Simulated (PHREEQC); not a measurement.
Make-up at 25 °C: 3.6 mmol/kgw CuCl2, 0.13 mmol/kgw HCl and 0.32 mmol/kgw NaCl. It is in equilibrium with CO2 at log p = -2 (atm). Otherwise closed; pH follows from the charge balance.

Computed with PHREEQC (ion-association model, wateq4f.dat).

```
quantity                    before     after
------------------------  --------  --------
pH                            3.92      4.88
HCO3- (mol/kgw)            1.39e-6   1.17e-5
NaHCO3 (mol/kgw)          2.01e-10  2.05e-11
SI of Halite (NaCl)          -7.29    -11.20
SI of Nahcolite (NaHCO3)     -8.90     -9.89
```

Which change was made?
(A) CuCl2 left out
(B) NaCl from 0.00032 to 0.00016 mol/kgw
(C) diluted 100-fold with water
(D) temperature from 25 to 55 °C
(E) temperature from 25 to 45 °C

C, diluted 100-fold with water

This is a speciation only: nothing precipitates in the calculation.
